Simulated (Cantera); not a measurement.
Mixture: 8.84 % CH4, 11.5 % CO, 13.0 % O2, 49.0 % N2, 17.7 % H2O, equivalence ratio 1.8, at 1300000 Pa, adiabatic and at constant pressure. Ignition delay is the time to a rise of 400 K.

Computed with Cantera and GRI-Mech 3.0 (53 species, 325 reactions). The pressure lies above the range GRI-Mech 3.0 was tuned for (to about 10 atm).

Q: At T0 = 1348 K, what is the delay, and which 7 reactions control it most (d ln τ / d ln k, from doubling and halving each rate constant)?

A: The delay is 1.88 ms.
| reaction | d ln τ / d ln k | faster rate |
|---|---|---|
| 2 CH3 (+M) <=> C2H6 (+M) | 0.65 | lengthens it |
| CH3 + O2 <=> CH3O + O | -0.44 | shortens it |
| CH3 + O2 <=> CH2O + OH | -0.38 | shortens it |
| CH3 + HO2 <=> CH3O + OH | -0.37 | shortens it |
| CO + HO2 <=> CO2 + OH | 0.37 | lengthens it |
| CH2O + O2 <=> HCO + HO2 | -0.27 | shortens it |
| H + O2 <=> O + OH | -0.26 | shortens it |
